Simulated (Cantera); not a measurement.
Feed: 1 mol Cu2O, 3.2 mol H2, 0.26 mol H2O, held at 1.00 bar.

These are equilibrium values from Cantera (NASA tables, ideal gas, pure condensed phases), not measurements of a reactor. Candidate condensed phases: Cu, CuO, Cu(OH)2, Cu2O, H2O; 12 gas species. Kinetics and transport are ignored.

### Question
Which condensed phases are stable at each of these points (T (K)): 1223, 1248, 1273, 1298, 1323, 1348, 1373, 1398, 1423, 1448, 1473?

### Answer
```csv
T (K),condensed phases,Cu condensed (%)
1223,Cu(s),100.0
1248,Cu(s),100.0
1273,Cu(s),100.0
1298,Cu(s),100.0
1323,Cu(s),100.0
1348,Cu(s),100.0
1373,Cu(l),100.0
1398,Cu(l),100.0
1423,Cu(l),100.0
1448,Cu(l),100.0
1473,Cu(l),100.0
```

From 1223 K to 1348 K the condensed part is Cu(s). From 1373 K to 1473 K the condensed part is Cu(l).
